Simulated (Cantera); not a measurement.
Ti + CO + H2 (metals in furnace atmospheres)

Charge: 1 mol Ti, a varied amount of CO, 34 mol H2, held at 0.0460 bar.

These are equilibrium values from Cantera (NASA tables, ideal gas, pure condensed phases), not measurements of a reactor. Candidate condensed phases: C, C6H6, C7H8, C8H18, H2O, Ti, TiC, TiO, TiO2, Ti2O3, Ti3O5, Ti4O7; 113 gas species. Mutual solubility and eutectic melting of coexisting phases are not modelled. TiC, TiO: taken at fixed stoichiometry. Condensed phases not in the tables: Magnéli phases beyond Ti4O7, solid solutions among these carbides, nitrides and lower oxides. Rates play no part.

Q: Map the stable condensed phases over T = 1000, 1100, 1200, 1300, 1400, 1500, 1600, 1700, 1800, 1900, 2000 K and n(CO) in mol = 2.5, 3.1, 3.8, 4.7, 5.8, 7.1, 8.7, 11, 13, 16, 20, 24, 30.

A: 
```
T in K \ n(CO) in mol
         2.5 3.1 3.8 4.7 5.8 7.1 8.7  11  13  16  20  24  30
   2000    A   A   A   A   A   A   A   A   A   A   A   A   A
   1900    A   A   A   A   A   A   A   B   B   B   B   B   B
   1800    C   B   B   B   B   B   B   B   B   B   B   B   B
   1700    B   B   B   B   B   B   B   B   B   B   B   B   B
   1600    B   B   B   B   B   B   B   B   B   B   B   B   B
   1500    B   B   B   B   B   B   B   B   B   B   B   B   B
   1400    B   B   B   B   B   B   B   B   B   B   B   B   B
   1300    B   B   B   B   B   D   D   E   F   F   F   F   F
   1200    E   F   F   F   F   F   G   G   G   G   G   G   G
   1100    G   G   G   H   I   I   I   I   I   I   I   I   I
   1000    I   I   I   I   I   I   I   I   I   I   I   I   I
```
A: TiC + TiO; B: TiC + Ti2O3; C: TiC + TiO + Ti2O3; D: TiC + Ti3O5; E: C + TiC + Ti3O5; F: C + Ti3O5; G: C + Ti4O7; H: C + TiO2 + Ti4O7; I: C + TiO2.
